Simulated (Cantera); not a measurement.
A perfectly stirred reactor is fed with H2 : O2 : N2 : H2O = 1 : 0.417 : 1.57 : 0.45 (molar parts), equivalence ratio 1.2, at 220000 Pa; it is adiabatic with a 625 K inlet, and is followed from long to short residence time, starting on the burning branch (τ in s: 0.072, 0.03, 0.012, 0.005, 0.002, 0.00084, 0.00034, 0.00014, 5.8e-05, 2.4e-05, 9.8e-06, 4e-06).

Detailed kinetics in Cantera: GRI-Mech 3.0 (53 species, 325 reactions). The hydrogen kinetics of GRI-Mech 3.0 are dated; newer H2 mechanisms differ, most at raised pressure.

Problem. What does this change do: N2 1.57 to 2.4 parts?

Solution. 
| quantity | before | after |
|---|---|---|
| blow-out, bracketed by the residence times tried | burning at 9.80 µs, out at 4.00 µs | burning at 9.80 µs, out at 4.00 µs |
| x(H2) at τ = 72.0 ms | 0.0558 | 0.0432 |
| x(O2) at τ = 72.0 ms | 0.000204 | 9.11e-5 |
| x(H2O) at τ = 72.0 ms | 0.421 | 0.332 |
| x(NO) at τ = 72.0 ms | 0.000271 | 2.30e-5 |
| x(O) at τ = 72.0 ms | 5.74e-5 | 1.22e-5 |
| x(H2) at τ = 0.340 ms | 0.0631 | 0.0485 |
| x(O2) at τ = 0.340 ms | 0.00436 | 0.00366 |
| x(H2O) at τ = 0.340 ms | 0.399 | 0.316 |
| x(NO) at τ = 0.340 ms | 4.34e-5 | 2.07e-5 |
| x(O) at τ = 0.340 ms | 0.00127 | 0.000899 |

Problem. What does this change do: 0.052 parts CO2 added?

Solution. 
| quantity | before | after |
|---|---|---|
| blow-out, bracketed by the residence times tried | burning at 9.80 µs, out at 4.00 µs | burning at 9.80 µs, out at 4.00 µs |
| x(H2) at τ = 72.0 ms | 0.0558 | 0.0483 |
| x(O2) at τ = 72.0 ms | 0.000204 | 0.000206 |
| x(H2O) at τ = 72.0 ms | 0.421 | 0.421 |
| x(NO) at τ = 72.0 ms | 0.000271 | 0.000217 |
| x(O) at τ = 72.0 ms | 5.74e-5 | 4.82e-5 |
| x(H2) at τ = 0.340 ms | 0.0631 | 0.0567 |
| x(O2) at τ = 0.340 ms | 0.00436 | 0.00481 |
| x(H2O) at τ = 0.340 ms | 0.399 | 0.398 |
| x(NO) at τ = 0.340 ms | 4.34e-5 | 3.61e-5 |
| x(O) at τ = 0.340 ms | 0.00127 | 0.00125 |
